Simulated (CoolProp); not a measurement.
1,2-dichloroethane at several states: Z from the reference equation and from simpler models built on Tc = 561.6 K, pc = 5226 kPa, ω = 0.269; each cubic takes its own stable root.

The numbers come from the reference Helmholtz-energy equation of state, Thol 2015 in CoolProp.

```
T (K)  p (kPa)   phase  reference  van der Waals  Redlich-Kwong  Soave-Redlich-Kwong  Peng-Robinson
-----  -------  ------  ---------  -------------  -------------  -------------------  -------------
373        468  liquid    0.01321         0.9261        0.01570              0.01511        0.01336
303.5     3610  liquid     0.1140         0.1973         0.1340               0.1308         0.1162
349.6      294  liquid   0.008567         0.9474        0.01014             0.009798       0.008677
329.9     62.3  liquid   0.001875         0.9878         0.9822             0.002147       0.001904
327.6     11.2     gas     0.9958         0.9978         0.9968               0.9964         0.9963
421.4      254     gas     0.9556         0.9709         0.9618               0.9579         0.9556
```

At some of these states van der Waals, Redlich-Kwong gives the other phase, because its saturation line lies elsewhere.
